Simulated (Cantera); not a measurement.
Charge: 1 mol SiCl₄, 100 mol H₂, equilibrated at 0.380 bar.

Method: chemical equilibrium by Gibbs-energy minimisation in Cantera with the NASA 1993 tables (ideal gas, pure condensed phases). Candidate condensed phases: Si; 19 gas species. The tables' values for SiCl₃ are old estimates; treat these amounts as uncertain. Equilibrium is a limit: real reactors are often held back by kinetics, nucleation or transport. All values below are at 1250 K.

Base state: H₂ 0.969, HCl 0.0259, SiCl₂ 0.00174, SiHCl₃ 0.00133, SiCl₄ 0.000996, SiCl₃ 0.000492, SiH₂Cl₂ 0.000240, SiH₃Cl 1.21e-5 (mole fractions); condensed: Si(s).

### Question
What changes in the equilibrium state with this change: pressure from 0.380 bar to 1.00 bar?

### Answer
| species | before | after |
|---|---|---|
| H₂ | 0.969 | 0.972 |
| HCl | 0.0259 | 0.0222 |
| SiHCl₃ | 0.00133 | 0.00219 |
| SiH₃Cl | 1.21e-5 | 2.73e-5 |
| SiH₂Cl₂ | 0.000240 | 0.000464 |
| Si(s), mol | 0.511 | 0.405 |
